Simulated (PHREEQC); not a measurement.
Make-up at 88 °C: 0.25 mol/kgw HF and 0.0046 mol/kgw NaF. Closed to the air; pH follows from the charge balance.

The numbers come from PHREEQC with the ion-association model, phreeqc.dat.

Each row changes one thing in this solution. No solid was allowed to form.

```json
[
 {"case": "as made", "pH": "2.12", "ionic strength (mol/kgw)": "0.0132", "HF (mol/kgw)": "0.235", "F- (mol/kgw)": "0.00667", "HF2- (mol/kgw)": "0.00653"},
 {"case": "diluted 100-fold with water", "pH": "3.24", "ionic strength (mol/kgw)": "0.000646", "HF (mol/kgw)": "0.00189", "F- (mol/kgw)": "0.000640", "HF2- (mol/kgw)": "5.06e-6"},
 {"case": "HF left out", "pH": "6.89", "ionic strength (mol/kgw)": "0.00459", "HF (mol/kgw)": "2.86e-6", "F- (mol/kgw)": "0.00459", "HF2- (mol/kgw)": "…"},
 {"case": "NaF left out", "pH": "2.02", "ionic strength (mol/kgw)": "0.0105", "HF (mol/kgw)": "0.234", "F- (mol/kgw)": "0.00532", "HF2- (mol/kgw)": "0.00520"},
 {"case": "temperature from 88 to 25 °C", "pH": "1.82", "ionic strength (mol/kgw)": "0.0215", "HF (mol/kgw)": "0.223", "F- (mol/kgw)": "0.0116", "HF2- (mol/kgw)": "…"},
 {"case": "diluted 2-fold with water", "pH": "…", "ionic strength (mol/kgw)": "0.00761", "HF (mol/kgw)": "0.117", "F- (mol/kgw)": "0.00511", "HF2- (mol/kgw)": "0.00250"},
 {"case": "NaF from 0.0046 to 0.0092 mol/kgw", "pH": "2.20", "ionic strength (mol/kgw)": "0.0163", "HF (mol/kgw)": "0.235", "F- (mol/kgw)": "0.00823", "HF2- (mol/kgw)": "0.00806"},
 {"case": "0.0074 mol/kgw NaHCO3 added", "pH": "2.26", "ionic strength (mol/kgw)": "0.0181", "HF (mol/kgw)": "0.228", "F- (mol/kgw)": "0.00931", "HF2- (mol/kgw)": "0.00884"}
]
```

Task: What belongs in the gaps?

Result: 
- HF left out, HF2- (mol/kgw): 5.48e-8
- temperature from 88 to 25 °C, HF2- (mol/kgw): 0.00991
- diluted 2-fold with water, pH: 2.31

Species that the database lacks are ignored. At this temperature some constants are extrapolated from 25 °C, and those without enthalpy data are left unchanged.
